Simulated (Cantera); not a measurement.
Charge: 1 mol Cr, 0.056 mol H2O, 2.6 mol H2, at 59.0 mbar.

Cantera equilibrium calculation (NASA polynomials, part measured and part estimated; ideal gas, pure solids and liquids). Candidate condensed phases: Cr, Cr2O3, H2O; 13 gas species. Mutual solubility and eutectic melting of coexisting phases are not modelled. Rates play no part.

**Question.** Which condensed phases are stable at each of these points (T (°C)): 477, 627, 777, 927, 1077, 1227, 1377, 1527, 1677, 1827, 1977, 2127?

**Answer.** 
| T (°C) | condensed phases | Cr condensed (%) |
|---|---|---|
| 477 | Cr(s) + Cr2O3(s) | 100.0 |
| 627 | Cr(s) + Cr2O3(s) | 100.0 |
| 777 | Cr(s) + Cr2O3(s) | 100.0 |
| 927 | Cr(s) + Cr2O3(s) | 100.0 |
| 1077 | Cr(s) + Cr2O3(s) | 100.0 |
| 1227 | Cr(s) + Cr2O3(s) | 100.0 |
| 1377 | Cr(s) + Cr2O3(s) | 100.0 |
| 1527 | Cr(s) + Cr2O3(s) | 99.6 |
| 1677 | Cr(s) + Cr2O3(s) | 97.0 |
| 1827 | Cr(s) | 83.8 |
| 1977 | Cr(l) | 24.0 |
| 2127 | gas only | 0.0 |

From 477 °C to 1677 °C the condensed part is Cr(s) + Cr2O3(s). At 1827 °C the condensed part is Cr(s). At 1977 °C the condensed part is Cr(l). At 2127 °C nothing is condensed.
